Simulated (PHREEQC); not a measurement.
Make-up at 25 °C: 0.006 mol K2CO3, 0.051 mol Fe(NO3)3 and 0.00046 mol CO2 per kg of water. Closed to the air; pH follows from the charge balance.

Model: ion-association model, phreeqc.dat, run in PHREEQC.

This is a speciation only: nothing precipitates in the calculation.

Question: Order these Fe species by the share of Fe that they hold, largest first: Fe(OH)2+, FeOH+2, Fe2(OH)2+4, Fe3(OH)4+5, Fe+3.

Answer: Fe+3 (49 %), Fe2(OH)2+4 (33 %), FeOH+2 (11 %), Fe3(OH)4+5 (6.8 %), Fe(OH)2+ (0.11 %)

The pH is 1.92 and the ionic strength 0.296 mol/kgw. Saturation is exceeded, for instance for Hematite (slow to form), Goethite (slow to form); the values hold only as long as no solid forms.
